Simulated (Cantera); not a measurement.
Input: 1 mol MgO, 16 mol F2, 18 mol O2, 0.22 mol H2S, held at 0.0518 Torr.

These are equilibrium values from Cantera (NASA tables, ideal gas, pure condensed phases), not measurements of a reactor. Candidate condensed phases: H2O, H2SO4, Mg, MgF2, MgO, Mg(OH)2, MgS, MgSO4, S; 53 gas species. The tables' values for SOF2 are old estimates; treat these amounts as uncertain. Rates play no part.

x: gas mole fraction; n: condensed amount in mol.

```json
[
 {"T (K)": "748", "x F": "0.220", "x O2": "0.495", "x F2": "0.267", "x HF": "0.0118", "x SF6": "[?]", "n MgF2(s)": "1.00"},
 {"T (K)": "798", "x F": "0.380", "x O2": "0.450", "x F2": "0.154", "x HF": "0.0107", "x SF6": "0.00535", "n MgF2(s)": "1.00"},
 {"T (K)": "848", "x F": "0.507", "x O2": "0.415", "x F2": "0.0636", "x HF": "0.00987", "x SF6": "0.00494", "n MgF2(s)": "1.00"},
 {"T (K)": "898", "x F": "0.565", "x O2": "0.399", "x F2": "0.0217", "x HF": "0.00948", "x SF6": "0.00474", "n MgF2(s)": "1.00"},
 {"T (K)": "948", "x F": "0.586", "x O2": "0.393", "x F2": "0.00728", "x HF": "0.00935", "x SF6": "0.00468", "n MgF2(s)": "1.000"},
 {"T (K)": "998", "x F": "0.592", "x O2": "0.391", "x F2": "0.00261", "x HF": "0.00931", "x SF6": "0.00465", "n MgF2(s)": "1.000"},
 {"T (K)": "1048", "x F": "0.594", "x O2": "0.391", "x F2": "0.00102", "x HF": "0.00929", "x SF6": "0.00464", "n MgF2(s)": "1.000"},
 {"T (K)": "1098", "x F": "0.595", "x O2": "0.390", "x F2": "0.000432", "x HF": "0.00928", "x SF6": "0.00452", "n MgF2(s)": "0.999"},
 {"T (K)": "1148", "x F": "0.601", "x O2": "0.385", "x F2": "0.000200", "x HF": "0.00922", "x SF6": "[?]", "n MgF2(s)": "0.996"},
 {"T (K)": "1198", "x F": "0.605", "x O2": "0.381", "x F2": "9.82e-5", "x HF": "0.00916", "x SF6": "[?]", "n MgF2(s)": "0.980"},
 {"T (K)": "1248", "x F": "0.605", "x O2": "0.380", "x F2": "5.03e-5", "x HF": "0.00914", "x SF6": "[?]", "n MgF2(s)": "0.910"}
]
```

Q: What belongs in the gaps?

A: 
- 748, x SF6: 0.00588
- 1148, x SF6: 0.00226
- 1198, x SF6: 0.000143
- 1248, x SF6: 6.09e-6
